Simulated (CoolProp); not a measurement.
Vapour-liquid equilibrium of n-hexane (1) + toluene (2) at 410.4 K; x and y are mole fractions of (1).

Values from CoolProp's multi-fluid Helmholtz-energy mixture model, Thol 2019 and Lemmon 2006; pair parameters Bell 2016.

```json
[
 {"x": "0.05", "bubble pressure, mixture model (MPa)": "…", "bubble pressure, Raoult's law (MPa)": "0.2230", "y, mixture model": "…", "y, Raoult's law": "0.131"},
 {"x": "0.2", "bubble pressure, mixture model (MPa)": "0.3033", "bubble pressure, Raoult's law (MPa)": "0.2798", "y, mixture model": "0.434", "y, Raoult's law": "0.416"},
 {"x": "0.35", "bubble pressure, mixture model (MPa)": "…", "bubble pressure, Raoult's law (MPa)": "0.3366", "y, mixture model": "0.597", "y, Raoult's law": "0.606"},
 {"x": "0.5", "bubble pressure, mixture model (MPa)": "…", "bubble pressure, Raoult's law (MPa)": "0.3933", "y, mixture model": "…", "y, Raoult's law": "0.741"},
 {"x": "0.65", "bubble pressure, mixture model (MPa)": "0.4679", "bubble pressure, Raoult's law (MPa)": "0.4501", "y, mixture model": "0.807", "y, Raoult's law": "0.841"},
 {"x": "0.8", "bubble pressure, mixture model (MPa)": "0.5169", "bubble pressure, Raoult's law (MPa)": "0.5069", "y, mixture model": "0.892", "y, Raoult's law": "0.919"},
 {"x": "0.95", "bubble pressure, mixture model (MPa)": "0.5660", "bubble pressure, Raoult's law (MPa)": "0.5636", "y, mixture model": "0.973", "y, Raoult's law": "0.982"}
]
```

### Question
Fill in the missing entries.

### Answer

- 0.05, bubble pressure, mixture model (MPa): 0.2316
- 0.05, y, mixture model: 0.154
- 0.35, bubble pressure, mixture model (MPa): 0.3637
- 0.5, bubble pressure, mixture model (MPa): 0.4175
- 0.5, y, mixture model: 0.713

The largest gap from Raoult's law is +8.4 % in bubble pressure, at x = 0.2. No azeotrope shows between x = 0.05 and 0.95.

The pair parameters rest on a limited set of measurements; away from them the model extrapolates.
